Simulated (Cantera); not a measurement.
Charge: 1 mol Si, 1.7 mol HBr, 0.41 mol H2, equilibrated at 2.90 Pa.

These are equilibrium values from Cantera (NASA tables, ideal gas, pure condensed phases), not measurements of a reactor. Candidate condensed phases: Br2, Si; 19 gas species. The numbers say what is thermodynamically allowed, not how fast it happens.

Task: What share of the Si ends up in condensed phases as a function of T (K), at 1200, 1250, 1300, 1350, 1400, 1450, 1500, 1550, 1600?

Result: 
| T (K) | Si condensed (%) | as |
|---|---|---|
| 1200 | 44.7 | Si(s) |
| 1250 | 44.1 | Si(s) |
| 1300 | 43.9 | Si(s) |
| 1350 | 44.2 | Si(s) |
| 1400 | 45.1 | Si(s) |
| 1450 | 46.6 | Si(s) |
| 1500 | 48.9 | Si(s) |
| 1550 | 52.0 | Si(s) |
| 1600 | 55.6 | Si(s) |
